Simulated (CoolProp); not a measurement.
100 sccm (0 °C, 1 atm) of nitrogen bubbles through liquid water at 358.1 K and leaves saturated at a total pressure of 0.15 MPa (ideal gas phase). Each further row changes one setting.

Model: reference Helmholtz-energy equation of state, Wagner 2002, in CoolProp.

```tsv
case	vapour pressure (kPa)	mole fraction of vapour	delivery (mg/min)	delivery (sccm)	change of delivery for a bath 1 K warmer (%)
as stated	57.8	0.385	50.3	62.6	6.6
bath temperature 363.1 K	70.0	0.467	70.4	87.6	7.5
total pressure 0.3 MPa	57.8	0.193	19.2	23.8	5.0
```
